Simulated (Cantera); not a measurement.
## Thermodynamics of silicon epitaxy and polysilicon growth, feed SiCl₄ + HCl + H₂

Input: 1 mol SiCl₄, 0.91 mol HCl, 670 mol H₂.

Equilibrium computed with Cantera from the NASA thermochemical tables; the gas is ideal and each condensed phase is pure. Candidate condensed phases: Si; 19 gas species. The tables' values for SiCl₃ are old estimates. Rates play no part.

Stable condensed phases:

```
T in °C \ P in Pa
            100    210    460    980   2100   4500   9600  20000  44000  94000 200000
   1525       A      A      B      B      B      B      B      B      B      B      B
   1475       A      B      B      B      B      B      B      B      B      B      B
   1425       B      B      B      B      B      B      B      B      B      B      B
   1375       B      B      B      B      B      B      B      B      B      B      B
   1325       B      B      B      B      B      B      B      B      B      B      B
   1275       B      B      B      B      B      B      B      B      B      B      B
   1225       B      B      B      B      B      B      B      B      B      B      B
   1175       B      B      B      B      B      B      B      B      B      B      B
   1125       B      B      B      B      B      B      B      B      B      B      B
   1075       B      B      B      B      B      B      B      B      B      B      B
   1025       B      B      B      B      B      B      B      B      B      B      B
    975       B      B      B      B      B      B      B      B      B      B      B
    925       B      B      B      B      B      B      B      B      B      B      B
```

A: gas only; B: Si.
